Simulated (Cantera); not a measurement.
Mixture: H2 : O2 : N2 = 1 : 0.581 : 3.95 (molar parts), equivalence ratio 0.86, at 3750 Torr, adiabatic and at constant pressure. Ignition delay is the time to a rise of 400 K.

Detailed kinetics in Cantera: GRI-Mech 3.0 (53 species, 325 reactions). The hydrogen kinetics of GRI-Mech 3.0 are dated; newer H2 mechanisms differ, most at raised pressure. Where the delays flatten at high temperature, the 400 K rule measures the pace of heat release, not the induction time.

Task: What does this change do: 0.045 parts NO added?

Result: 
```tsv
quantity	before	after
delay at 1250 K	14.3 µs	12.3 µs
delay at 1350 K	7.93 µs	7.57 µs
delay at 1450 K	5.41 µs	5.29 µs
delay at 1550 K	4.16 µs	4.08 µs
```
The mechanism lacks 2 NO + O2 → 2 NO2 and HONO, so NO2 and the effect of NO are under-described below about 1400 K.
